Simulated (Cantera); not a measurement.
Input (Python, Cantera):

```python
import numpy as np
import cantera as ct

gas = ct.Solution("gri30.yaml")
gas.TPX = 1225, 44000, {'H2': 1.5, 'O2': 1, 'N2': 0.52}
reactor = ct.IdealGasConstPressureReactor(gas, energy="off", clone=False)
net = ct.ReactorNet([reactor])
net.rtol, net.atol = 1e-08, 1e-18
show = ['H2', 'O2', 'H2O2', 'N2O', 'H', 'HO2', 'NO']
times = np.geomspace(5e-05, 2, 15)

steps = ct.SolutionArray(gas, extra=["t"])
rows = []
print(f"{'t/s':>10s}{'T/K':>9s}{'P/Pa':>11s}" + "".join(f"{s:>11s}" for s in show))
for t in times:
    while net.time < t:
        t_next = net.step()
        steps.append(gas.state, t=t_next)
    rows.append([np.interp(t, steps.t, y) for y in (steps.T, steps.P, *steps(*show).X.T)])
    print(f"{t:10.3e}{rows[-1][0]:9.1f}{rows[-1][1]:11.4g}" + "".join(f"{x:11.3e}" for x in rows[-1][2:]))
rate = np.gradient(steps.T, steps.t)
print("integrator steps:", len(steps.t))
if steps.T.max() > steps.T[0] + 200:
    print(f"time of steepest temperature rise: {steps.t[rate.argmax()]:.4e} s")
gas.TPX = 1225, 44000, {'H2': 1.5, 'O2': 1, 'N2': 0.52}
gas.equilibrate("TP")
print(f"equilibrium (TP): T = {gas.T:.1f} K  " + "  ".join(f"{s} {gas[s].X[0]:.3e}" for s in show))
```

Result:

```
       t/s      T/K       P/Pa         H2         O2       H2O2        N2O          H        HO2         NO
 5.000e-05   1225.0    4.4e+04  1.131e-01  1.642e-01  1.559e-05  7.062e-09  1.327e-01  1.470e-04  1.274e-06
 1.066e-04   1225.0    4.4e+04  1.549e-02  1.151e-01  2.102e-05  2.548e-08  5.195e-03  1.351e-04  3.452e-06
 2.272e-04   1225.0    4.4e+04  3.326e-03  1.111e-01  9.129e-06  3.251e-08  2.660e-04  7.635e-05  3.488e-06
 4.843e-04   1225.0    4.4e+04  8.913e-04  1.103e-01  3.552e-06  3.531e-08  2.834e-05  3.192e-05  3.449e-06
 1.032e-03   1225.0    4.4e+04  2.263e-04  1.101e-01  1.350e-06  3.665e-08  3.755e-06  1.016e-05  3.401e-06
 2.201e-03   1225.0    4.4e+04  4.731e-05  1.101e-01  5.420e-07  3.740e-08  4.919e-07  2.585e-06  3.387e-06
 4.691e-03   1225.0    4.4e+04  8.339e-06  1.101e-01  2.263e-07  3.784e-08  6.686e-08  6.340e-07  3.416e-06
 1.000e-02   1225.0    4.4e+04  1.730e-06  1.101e-01  9.817e-08  3.806e-08  1.222e-08  1.974e-07  3.456e-06
 2.132e-02   1225.0    4.4e+04  5.704e-07  1.101e-01  4.458e-08  3.803e-08  3.134e-09  8.131e-08  3.484e-06
 4.544e-02   1225.0    4.4e+04  2.438e-07  1.101e-01  2.113e-08  3.757e-08  9.644e-10  4.110e-08  3.497e-06
 9.686e-02   1225.0    4.4e+04  1.217e-07  1.101e-01  1.061e-08  3.627e-08  3.499e-10  2.679e-08  3.501e-06
 2.065e-01   1225.0    4.4e+04  7.720e-08  1.101e-01  6.100e-09  3.337e-08  1.708e-10  2.299e-08  3.499e-06
 4.401e-01   1225.0    4.4e+04  6.540e-08  1.101e-01  4.578e-09  2.782e-08  1.257e-10  2.268e-08  3.496e-06
 9.382e-01   1225.0    4.4e+04  6.395e-08  1.101e-01  4.347e-09  1.899e-08  1.197e-10  2.272e-08  3.495e-06
 2.000e+00   1225.0    4.4e+04  6.391e-08  1.101e-01  4.341e-09  9.045e-09  1.196e-10  2.272e-08  3.495e-06
integrator steps: 1687
equilibrium (TP): T = 1225.0 K  H2 6.392e-08  O2 1.101e-01  H2O2 4.339e-09  N2O 2.284e-09  H 1.196e-10  HO2 2.271e-08  NO 9.254e-05
```

Model: GRI-Mech 3.0 (53 species, 325 reactions), integrated in Cantera. The temperature is held fixed by assumption; the heat of reaction is taken as removed at once.
